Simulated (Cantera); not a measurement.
## Adiabatic ignition

An adiabatic, constant-pressure homogeneous reactor starts with C₃H₈ : O₂ : N₂ : H₂O = 1 : 3.12 : 11.8 : 2.2 (molar parts), at 1750 K and 1.00 bar.

Cantera simulation using GRI-Mech 3.0 (53 species, 325 reactions); the numbers are that mechanism's predictions, not measurements. GRI-Mech 3.0 was tuned for natural gas; its chemistry of propane as a main component is partial and can be far from experiment.

```
t (s)     T (K)   x C₃H₈     x O₂  x H₂O    x CH₂    x N₂O
--------  -----  -------  -------  -----  -------  -------
5.00e-6    1690   0.0326    0.162  0.123  1.80e-5  2.22e-9
1.19e-5    1765  0.00633    0.133  0.135  5.07e-5  9.90e-9
2.84e-5    2606   <1e-12  0.00434  0.191  2.74e-8  6.47e-8
6.77e-5    2644   <1e-12  0.00321  0.189   <1e-12  6.73e-8
0.000161   2691   <1e-12  0.00255  0.193   <1e-12  8.08e-8
0.000384   2728   <1e-12  0.00203  0.196   <1e-12  9.43e-8
0.000916   2735   <1e-12  0.00187  0.197   <1e-12  1.00e-7
0.00218    2732   <1e-12  0.00179  0.197   <1e-12  1.08e-7
0.00520    2730   <1e-12  0.00175  0.197   <1e-12  1.17e-7
0.0124     2729   <1e-12  0.00174  0.197   <1e-12  1.18e-7
0.0296     2729   <1e-12  0.00174  0.197   <1e-12  1.18e-7
0.0704     2729   <1e-12  0.00174  0.197   <1e-12  1.18e-7
0.168      2729   <1e-12  0.00174  0.197   <1e-12  1.18e-7
0.400      2729   <1e-12  0.00174  0.197   <1e-12  1.18e-7
```
x: mole fraction; the columns are a selection and need not sum to one.

The time of steepest temperature rise is 19.7 µs, the temperature at 0.400 s comes out as 2729 K and the equilibrium temperature is 2729 K. The x(C₃H₈) at 0.400 s is <1e-12 (gas-phase equilibrium <1e-12) and the x(O₂) at 0.400 s comes out as 0.00174 (gas-phase equilibrium 0.00174). The x(H₂O) at 0.400 s comes out as 0.197 (gas-phase equilibrium 0.197).
